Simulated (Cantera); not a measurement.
Input: 1 mol CH₃F, 1.1 mol Si, 3 mol H₂, 0.093 mol CH₄, held at 17.0 Pa.

Cantera equilibrium calculation (NASA polynomials, part measured and part estimated; ideal gas, pure solids and liquids). Candidate condensed phases: C, C₆H₆, C₇H₈, C₈H₁₈, Si, SiC; 130 gas species. Ions and electrons are included (thermal ionisation). The tables' values for SiF, SiF₂ are old estimates; treat these amounts as uncertain. Kinetics and transport are ignored.

log p: log10 of the partial pressure in bar; nothing condenses.

| T (K) | log p H | log p Si | log p C | log p F | log p HF | log p e- | log p Si+ |
|---|---|---|---|---|---|---|---|
| 3000 | -3.89 | -4.83 | -5.07 | -5.13 | -5.21 | -8.10 | -8.10 |
| 3250 | -3.90 | -4.83 | -4.86 | -4.92 | -5.81 | -7.53 | -7.53 |
| 3500 | -3.90 | -4.83 | -4.83 | -4.88 | -6.45 | -7.04 | -7.04 |
| 3750 | -3.90 | -4.84 | -4.83 | -4.87 | -7.04 | -6.62 | -6.62 |
| 4000 | -3.90 | -4.85 | -4.83 | -4.87 | -7.56 | -6.25 | -6.25 |
| 4250 | -3.90 | -4.87 | -4.83 | -4.87 | ___ | ___ | ___ |
| 4500 | -3.90 | -4.91 | -4.84 | -4.87 | -8.44 | -5.65 | -5.65 |
| 4750 | -3.91 | ___ | -4.84 | -4.88 | ___ | ___ | ___ |
| 5000 | -3.91 | -5.08 | -4.85 | -4.88 | -9.16 | -5.22 | -5.22 |

Fill in the missing entries.


- 4250, log p HF: -8.02
- 4250, log p e-: -5.93
- 4250, log p Si+: -5.93
- 4750, log p Si: -4.97
- 4750, log p HF: -8.81
- 4750, log p e-: -5.41
- 4750, log p Si+: -5.41
